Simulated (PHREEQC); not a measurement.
Solution (25 °C): 0.026 mol/kgw KOH, 0.009 mol/kgw Na2SiO3 and 0.00015 mol/kgw (CH3)4NCl. Closed to the air; pH follows from the charge balance.

Equilibrium calculation in PHREEQC: ion-association model, phreeqc.dat.

| quantity | before | after |
|---|---|---|
| pH | 12.43 | 12.39 |
| ionic strength (mol/kgw) | 0.0463 | 0.0361 |
| H2SiO4-2 (mol/kgw) | 0.00212 | 0.000955 |
| H4SiO4 (mol/kgw) | 1.42e-5 | 8.18e-6 |
| SI of Quartz (SiO2) | -0.86 | -1.10 |

What was changed between the two runs?
A. Na2SiO3 from 0.009 to 0.0099 mol/kgw
B. diluted 2-fold with water
C. diluted 5-fold with water
D. Na2SiO3 from 0.009 to 0.0045 mol/kgw
E. KOH left out

D, Na2SiO3 from 0.009 to 0.0045 mol/kgw

This is a speciation only: nothing precipitates in the calculation. (CH3)4N+ isn't in the database: it is added as a free cation with an ion size of 4 Å.
